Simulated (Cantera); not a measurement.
Charge: 1 mol C3H6, 0.026 mol NH3, 2.4 mol H2O, at 2127 °C and 0.100 bar.

These are equilibrium values from Cantera (NASA tables, ideal gas, pure condensed phases), not measurements of a reactor. Candidate condensed phases: C, C6H6, C7H8, C8H18, H2O; 136 gas species. Kinetics and transport are ignored.

Base state: H2 0.653, CO 0.299, H 0.0406, C2H2 (acetylene) 0.00455, HCN 0.00132, N2 0.000893, HNC 0.000137, C2H 1.63e-5 (mole fractions); condensed: C(graphite).

Problem. What changes in the equilibrium state with this change: H2O from 2.4 to 0.12 mol?

Solution. 
| species | before | after |
|---|---|---|
| H2 | 0.653 | 0.905 |
| H | 0.0406 | 0.0479 |
| CO | 0.299 | 0.0356 |
| N2 | 0.000893 | 0.00244 |
| HCN | 0.00132 | 0.00256 |
| HNC | 0.000137 | 0.000266 |
| CH4 | 7.58e-6 | 1.46e-5 |
| CH3 | 8.68e-6 | 1.42e-5 |
| C(graphite), mol | 0.514 | 2.83 |

Problem. What changes in the equilibrium state with this change: temperature from 2127 °C to 352 °C?

Solution. 
| species | before | after |
|---|---|---|
| H2O | 6.16e-7 | 0.385 |
| CH4 | 7.58e-6 | 0.291 |
| H2 | 0.653 | 0.245 |
| CO | 0.299 | 0.00227 |
| H | 0.0406 | <1e-9 |
| CO2 | 4.78e-8 | 0.0738 |
| C2H2 (acetylene) | 0.00455 | <1e-9 |
| HCN | 0.00132 | <1e-9 |
| HNC | 0.000137 | <1e-9 |
| C(graphite), mol | 0.514 | 1.35 |

Problem. What changes in the equilibrium state with this change: temperature from 2127 °C to 1502 °C?

Solution. 
```tsv
species	before	after
H2	0.653	0.692
CO	0.299	0.306
N2	0.000893	0.00156
H	0.0406	0.000761
C2H	1.63e-5	<1e-9
C4H2	1.31e-5	5.53e-9
C2H2 (acetylene)	0.00455	9.85e-5
C(graphite), mol	0.514	0.597
```
